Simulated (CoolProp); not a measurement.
The numbers come from the reference Helmholtz-energy equation of state, Gao 2022 in CoolProp.

For n-perfluorohexane, give the phase and the density (kg/m³), cp (kJ/(kg K)), cv (kJ/(kg K)), Joule-Thomson coefficient (K/MPa) at 391.3 K and 9.33 bar; 391.3 K and 15.5 bar.


- 391.3 K and 9.33 bar: liquid; density 1350, cp 1.21, cv 0.971, Joule-Thomson coefficient 0.239
- 391.3 K and 15.5 bar: liquid; density 1370, cp 1.20, cv 0.970, Joule-Thomson coefficient 0.177
